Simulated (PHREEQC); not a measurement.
Dissolve 3 mmol/kgw KOH, 0.11 mmol/kgw K2SiO3 and 55 mmol/kgw (CH3)4NCl at 20 °C. Closed to the air; pH follows from the charge balance.

Model: ion-association model, phreeqc.dat, run in PHREEQC.

Precipitation was switched off in this run.

**Question.** Estimate the pH.

**Answer.** pH 11.56.

**Question.** In which forms is Si present?

**Answer.** H3SiO4- 95 %, H2SiO4-2 3.0 %, H4SiO4 1.7 % of the Si.

(CH3)4N+ isn't in the database: it is added as a free cation with an ion size of 4 Å.
